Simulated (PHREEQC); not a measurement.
Solution (25 °C): 0.0095 mol H2SO4, 0.14 mol MnSO4 and 0.00032 mol MgSO4 per kg of water. Closed to the air; pH follows from the charge balance.

All values are PHREEQC results (ion-association model, phreeqc.dat), not measurements.

Precipitation was switched off in this run.

### Question
Order these S species by the share of S that they hold, largest first: SO4-2, MnSO4, MgSO4, HSO4-.

### Answer
SO4-2 (48 %), MnSO4 (43 %), HSO4- (8.3 %), MgSO4 (0.12 %)

The pH is 2.29 and the ionic strength 0.305 mol/kgw.
